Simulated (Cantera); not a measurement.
Input (Python, Cantera) and output of one run.

```python
import numpy as np
import cantera as ct

gas_names = """
    C CN CO CO2 C2 CCN CNC C2N2 C2O C3 C3O2 C4 C4N2 C5 N NCO NO NO2 NO3 N2 N2O O O2 O3 Pb PbO Pb2
""".split()
cond_names = """
    C(gr) Pb(cr) Pb(L) PbO(rd) PbO(yw) PbO(L) PbO2(s) Pb3O4(s)
""".split()


# ... load() reads the species with a 1 bar reference pressure and builds the phases ...
atoms = {
    'Pb': {'Pb': 1},
    'CO': {'C': 1, 'O': 1},
    'N2': {'N': 2},
}
top_T = {'C(gr)': 4500, 'Pb3O4(s)': 820}  # K; cautious upper limits of use, not melting points


# ... equilibrate(T, P, feed) seeds the gas with the atoms and calls Mixture.equilibrate('TP', solver="vcs", rtol=1e-11, max_steps=5000) ...
results = []
feed = {'Pb': 1, 'CO': 2.9, 'N2': 67}  # mol
for P in [10, 32, 100, 320, 1000, 3200, 10000, 32000, 100000, 320000, 1000000]:
    for T in [700, 775, 850, 925, 1000, 1075, 1150, 1225, 1300, 1375, 1450, 1525, 1600]:
        mix = equilibrate(T, P, feed)
        results.append((T, P, feed, dict(zip(mix.species_names, mix.species_moles))))

for T, P, feed, n in results:
    print(f"{T:7g} {P:10.4g}  " + (" + ".join(c for c in cond_names if n.get(c, 0) > 1e-12) or "gas only"))
```

It prints:

```
    700         10  C(gr) + Pb(L)
    775         10  C(gr) + Pb(L)
    850         10  C(gr) + Pb(L)
    925         10  C(gr)
   1000         10  C(gr)
   1075         10  C(gr)
   1150         10  C(gr)
   1225         10  C(gr)
   1300         10  C(gr)
   1375         10  gas only
   1450         10  gas only
   1525         10  gas only
   1600         10  gas only
    700         32  C(gr) + Pb(L)
    775         32  C(gr) + Pb(L)
    850         32  C(gr) + Pb(L)
    925         32  C(gr) + Pb(L)
   1000         32  C(gr)
   1075         32  C(gr)
   1150         32  C(gr)
   1225         32  C(gr)
   1300         32  C(gr)
   1375         32  C(gr)
   1450         32  gas only
   1525         32  gas only
   1600         32  gas only
    700        100  C(gr) + Pb(L)
    775        100  C(gr) + Pb(L)
    850        100  C(gr) + Pb(L)
    925        100  C(gr) + Pb(L)
   1000        100  C(gr)
   1075        100  C(gr)
   1150        100  C(gr)
   1225        100  C(gr)
   1300        100  C(gr)
   1375        100  C(gr)
   1450        100  gas only
   1525        100  gas only
   1600        100  gas only
    700        320  C(gr) + Pb(L)
    775        320  C(gr) + Pb(L)
    850        320  C(gr) + Pb(L)
    925        320  C(gr) + Pb(L)
   1000        320  C(gr) + Pb(L)
   1075        320  C(gr)
   1150        320  C(gr)
   1225        320  C(gr)
   1300        320  C(gr)
   1375        320  C(gr)
   1450        320  C(gr)
   1525        320  gas only
   1600        320  gas only
    700       1000  C(gr) + Pb(L)
    775       1000  C(gr) + Pb(L)
    850       1000  C(gr) + Pb(L)
    925       1000  C(gr) + Pb(L)
   1000       1000  C(gr) + Pb(L)
   1075       1000  C(gr) + Pb(L)
   1150       1000  C(gr)
   1225       1000  C(gr)
   1300       1000  C(gr)
   1375       1000  C(gr)
   1450       1000  C(gr)
   1525       1000  gas only
   1600       1000  gas only
    700       3200  C(gr) + Pb(L)
    775       3200  C(gr) + Pb(L)
    850       3200  C(gr) + Pb(L)
    925       3200  C(gr) + Pb(L)
   1000       3200  C(gr) + Pb(L)
   1075       3200  C(gr) + Pb(L)
   1150       3200  C(gr) + Pb(L)
   1225       3200  C(gr)
   1300       3200  C(gr)
   1375       3200  C(gr)
   1450       3200  C(gr)
   1525       3200  C(gr)
   1600       3200  gas only
    700      1e+04  C(gr) + Pb(L)
    775      1e+04  C(gr) + Pb(L)
    850      1e+04  C(gr) + Pb(L)
    925      1e+04  C(gr) + Pb(L)
   1000      1e+04  C(gr) + Pb(L)
   1075      1e+04  C(gr) + Pb(L)
   1150      1e+04  C(gr) + Pb(L)
   1225      1e+04  C(gr) + Pb(L)
   1300      1e+04  C(gr)
   1375      1e+04  C(gr)
   1450      1e+04  C(gr)
   1525      1e+04  C(gr)
   1600      1e+04  C(gr)
    700    3.2e+04  C(gr) + Pb(L)
    775    3.2e+04  C(gr) + Pb(L)
    850    3.2e+04  C(gr) + Pb(L)
    925    3.2e+04  C(gr) + Pb(L)
   1000    3.2e+04  C(gr) + Pb(L)
   1075    3.2e+04  C(gr) + Pb(L)
   1150    3.2e+04  C(gr) + Pb(L)
   1225    3.2e+04  C(gr) + Pb(L)
   1300    3.2e+04  C(gr) + Pb(L)
   1375    3.2e+04  C(gr)
   1450    3.2e+04  C(gr)
   1525    3.2e+04  C(gr)
   1600    3.2e+04  C(gr)
    700      1e+05  C(gr) + Pb(L)
    775      1e+05  C(gr) + Pb(L)
    850      1e+05  C(gr) + Pb(L)
    925      1e+05  C(gr) + Pb(L)
   1000      1e+05  C(gr) + Pb(L)
   1075      1e+05  C(gr) + Pb(L)
   1150      1e+05  C(gr) + Pb(L)
   1225      1e+05  C(gr) + Pb(L)
   1300      1e+05  C(gr) + Pb(L)
   1375      1e+05  C(gr) + Pb(L)
   1450      1e+05  C(gr)
   1525      1e+05  C(gr)
   1600      1e+05  C(gr)
    700    3.2e+05  C(gr) + Pb(L)
    775    3.2e+05  C(gr) + Pb(L)
    850    3.2e+05  C(gr) + Pb(L)
    925    3.2e+05  C(gr) + Pb(L)
   1000    3.2e+05  C(gr) + Pb(L)
   1075    3.2e+05  C(gr) + Pb(L)
   1150    3.2e+05  C(gr) + Pb(L)
   1225    3.2e+05  C(gr) + Pb(L)
   1300    3.2e+05  C(gr) + Pb(L)
   1375    3.2e+05  C(gr) + Pb(L)
   1450    3.2e+05  C(gr) + Pb(L)
   1525    3.2e+05  C(gr) + Pb(L)
   1600    3.2e+05  C(gr)
    700      1e+06  C(gr) + Pb(L)
    775      1e+06  C(gr) + Pb(L)
    850      1e+06  C(gr) + Pb(L)
    925      1e+06  C(gr) + Pb(L)
   1000      1e+06  C(gr) + Pb(L)
   1075      1e+06  C(gr) + Pb(L)
   1150      1e+06  C(gr) + Pb(L)
   1225      1e+06  C(gr) + Pb(L)
   1300      1e+06  C(gr) + Pb(L)
   1375      1e+06  C(gr) + Pb(L)
   1450      1e+06  C(gr) + Pb(L)
   1525      1e+06  C(gr) + Pb(L)
   1600      1e+06  C(gr) + Pb(L)
```

These are equilibrium values from Cantera (NASA tables, ideal gas, pure condensed phases), not measurements of a reactor.
